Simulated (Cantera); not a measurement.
Adiabatic ignition

An adiabatic, constant-volume homogeneous reactor starts with CO : H2 : CH4 : O2 : N2 = 1 : 0.81 : 0.056 : 0.598 : 3.41 (molar parts), at 1373 K and 13.8 atm.

Detailed kinetics in Cantera: GRI-Mech 3.0 (53 species, 325 reactions). The pressure lies above the range GRI-Mech 3.0 was tuned for (to about 10 atm).

```
t (s)     T (K)  P (bar)   x CO    x H2     x CH4    x HCO    x HO2
--------  -----  -------  -----  ------  --------  -------  -------
6.00e-6    2764     26.4  0.130  0.0347  6.92e-12  3.49e-6  1.12e-5
1.49e-5    2964     27.9  0.125  0.0326  1.67e-11  1.35e-6  1.79e-6
3.69e-5    2960     27.9  0.126  0.0328  1.73e-11  1.34e-6  1.71e-6
9.14e-5    2953     27.8  0.126  0.0331  1.81e-11  1.34e-6  1.62e-6
0.000226   2950     27.8  0.126  0.0333  1.85e-11  1.33e-6  1.57e-6
0.000561   2950     27.8  0.126  0.0333  1.86e-11  1.33e-6  1.57e-6
0.00139    2950     27.8  0.126  0.0333  1.86e-11  1.33e-6  1.57e-6
0.00345    2950     27.8  0.126  0.0333  1.86e-11  1.33e-6  1.57e-6
0.00855    2950     27.8  0.126  0.0333  1.86e-11  1.33e-6  1.57e-6
0.0212     2950     27.8  0.126  0.0333  1.86e-11  1.33e-6  1.57e-6
0.0525     2950     27.8  0.126  0.0333  1.86e-11  1.33e-6  1.57e-6
0.130      2950     27.8  0.126  0.0333  1.86e-11  1.33e-6  1.57e-6
0.323      2950     27.8  0.126  0.0333  1.86e-11  1.33e-6  1.57e-6
0.800      2950     27.8  0.126  0.0333  1.86e-11  1.33e-6  1.57e-6
```
x: mole fraction; the columns are a selection and need not sum to one.

```json
{
 "time_of_steepest_temperature_rise": "5.09 µs",
 "temperature at 0.800 s": "2950 K",
 "equilibrium_temperature": "2950 K",
 "x(CO) at 0.800 s": "0.126 (gas-phase equilibrium 0.126)",
 "x(H2) at 0.800 s": "0.0333 (gas-phase equilibrium 0.0333)",
 "x(CH4) at 0.800 s": "1.86e-11 (gas-phase equilibrium 2.13e-11)"
}
```
